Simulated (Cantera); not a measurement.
A freely propagating, adiabatic, planar premixed flame of 32.1 % H₂, 12.4 % O₂, 55.5 % N₂, equivalence ratio 1.3, unburnt at 350 K and 0.987 atm; mixture-averaged transport, grid criteria slope 0.08 and curve 0.16, no radiation.

Model: the H2/O2 subset of GRI-Mech 3.0, which has no nitrogen chemistry, integrated in Cantera. Burning velocities carry a grid error of a few per cent, more on coarse grids.

Problem. Predict: laminar burning velocity; thermal thickness; peak x(H₂O₂); peak x(OH); peak x(O); peak x(H).

Solution. 
```json
{
 "laminar_burning_velocity": "304 cm/s",
 "thermal_thickness": "0.365 mm",
 "peak x(H₂O₂)": "9.30e-5",
 "peak x(OH)": "0.00892",
 "peak x(O)": "0.00590",
 "peak x(H)": "0.0558"
}
```
